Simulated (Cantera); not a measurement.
A Cantera script and its output.

```python
import numpy as np
import cantera as ct

gas = ct.Solution("gri30.yaml")
gas.TPX = 323, 1800000, {'CH4': 1, 'O2': 1.8, 'N2': 10.6}
inlet = ct.Reservoir(gas, clone=True)
gas.equilibrate("HP")  # start burning
reactor = ct.IdealGasConstPressureReactor(gas, energy="on", clone=False)
exhaust = ct.Reservoir(gas, clone=True)
tau = [0.081, 0.03, 0.011, 0.0039, 0.0014, 0.00053, 0.00019, 7e-05, 2.5e-05][0]
for a, b in ((inlet, reactor), (reactor, exhaust)):
    ct.MassFlowController(a, b, mdot=lambda t: reactor.mass / tau)
net = ct.ReactorNet([reactor])
show = ['CH4', 'O2', 'O', 'C2H4', 'CH2']

rows = []
print(f"{'tau/s':>10s}{'T/K':>9s}" + "".join(f"{s:>11s}" for s in show))
for tau in [0.081, 0.03, 0.011, 0.0039, 0.0014, 0.00053, 0.00019, 7e-05, 2.5e-05]:
    net.initial_time = 0.0
    net.advance(30 * tau)
    before = gas.X
    net.advance(40 * tau)
    drift = np.max(np.abs(gas.X - before) / (gas.X + 1e-9))
    rows.append([gas.T, *gas[show].X, drift])
    print(f"{tau:10.3e}{gas.T:9.1f}" + "".join(f"{x:11.3e}" for x in gas[show].X))
```

Result:

```
     tau/s      T/K        CH4         O2          O       C2H4        CH2
 8.100e-02   1784.5  1.147e-03  5.152e-04  1.010e-07  1.196e-05  3.854e-08
 3.000e-02   1778.9  1.450e-03  1.083e-03  2.444e-07  2.726e-05  8.347e-08
 1.100e-02   1766.4  1.718e-03  2.126e-03  6.046e-07  5.612e-05  1.704e-07
 3.900e-03   1740.1  2.125e-03  4.224e-03  1.530e-06  1.146e-04  3.149e-07
 1.400e-03   1669.6  3.366e-03  9.905e-03  3.554e-06  2.761e-04  3.837e-07
 5.300e-04    323.0  7.463e-02  1.343e-01 -1.043e-29 -2.160e-17 -2.990e-35
 1.900e-04    323.0  7.463e-02  1.343e-01  5.082e-33 -9.128e-22  8.344e-37
 7.000e-05    323.0  7.463e-02  1.343e-01  2.895e-34 -5.766e-23 -7.848e-40
 2.500e-05    323.0  7.463e-02  1.343e-01  2.012e-35 -3.642e-24  3.655e-39
```

Model: GRI-Mech 3.0 (53 species, 325 reactions), integrated in Cantera. The pressure lies above the range GRI-Mech 3.0 was tuned for (to about 10 atm).
